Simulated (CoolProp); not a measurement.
Properties of c-C4F8 (RC318) along the isotherm 158.05 °C (Tc = 115.2 °C, pc = 2778 kPa, ω = 0.355).

Computed with CoolProp (reference Helmholtz-energy equation of state, Platzer 1990). This equation is an older, rougher fit; its heat capacities, sound speeds and derivatives of the liquid may be far off and weren't checked against measurements.

```json
[
 {"p (kPa)": "417", "phase": "gas", "density (kg/m³)": "24.11", "viscosity (µPa s)": "16.7"},
 {"p (kPa)": "833", "phase": "gas", "density (kg/m³)": "50.04", "viscosity (µPa s)": "17.0"},
 {"p (kPa)": "1250", "phase": "gas", "density (kg/m³)": "78.31", "viscosity (µPa s)": "17.5"},
 {"p (kPa)": "1670", "phase": "gas", "density (kg/m³)": "109.6", "viscosity (µPa s)": "18.1"},
 {"p (kPa)": "2080", "phase": "gas", "density (kg/m³)": "143.5", "viscosity (µPa s)": "18.9"},
 {"p (kPa)": "2500", "phase": "gas", "density (kg/m³)": "182.7", "viscosity (µPa s)": "20.1"},
 {"p (kPa)": "2920", "phase": "supercritical", "density (kg/m³)": "227.6", "viscosity (µPa s)": "21.5"},
 {"p (kPa)": "3330", "phase": "supercritical", "density (kg/m³)": "278.6", "viscosity (µPa s)": "23.5"},
 {"p (kPa)": "3750", "phase": "supercritical", "density (kg/m³)": "340.5", "viscosity (µPa s)": "26.2"},
 {"p (kPa)": "4170", "phase": "supercritical", "density (kg/m³)": "413.9", "viscosity (µPa s)": "29.8"}
]
```

Viscosity comes from a separate model (Huber 2003), an estimate that may be off by 10 % or more.
